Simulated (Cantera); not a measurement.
Input (Python, Cantera) and output of one run.

```python
import numpy as np
import cantera as ct

gas_names = [...]  # 95 gases of nasa_gas.yaml made of C, F, H
cond_names = """
    C(gr) C6H6(L) C7H8(L) C8H18(L),n-octa
""".split()


# ... load() reads the species with a 1 bar reference pressure and builds the phases ...
atoms = {
    'CH3F': {'C': 1, 'H': 3, 'F': 1},
    'F2': {'F': 2},
}
top_T = {'C(gr)': 4500}  # K; cautious upper limits of use, not melting points


# ... equilibrate(T, P, feed) seeds the gas with the atoms and calls Mixture.equilibrate('TP', solver="vcs", rtol=1e-11, max_steps=5000) ...
results = []
feed = {'CH3F': 1, 'F2': 0.28}  # mol
T = 2125  # K
P = 1000  # Pa
mix = equilibrate(T, P, feed)
results.append((T, P, feed, dict(zip(mix.species_names, mix.species_moles))))
x = sorted(zip(gas.X, gas.species_names), reverse=True)
print(f"T = {T:g} K  P = {P:g} Pa  gas = {mix.phase_moles(0):.4g} mol")
print("   x: " + "  ".join(f"{s} {v:.3e}" for v, s in x if v > 0.0001))
print("   condensed (mol): " + ("  ".join(f"{mix.phase(i).name} {mix.phase_moles(i):.4g}"
      for i in range(1, mix.n_phases) if mix.phase_moles(i) > 1e-12) or "none"))
```

Result:

```
T = 2125 K  P = 1000 Pa  gas = 2.303 mol
   x: HF 6.773e-01  H2 3.022e-01  H 1.996e-02  C2H2,acetylene 5.063e-04
   condensed (mol): C(gr) 0.9977
```

These are equilibrium values from Cantera (NASA tables, ideal gas, pure condensed phases), not measurements of a reactor.
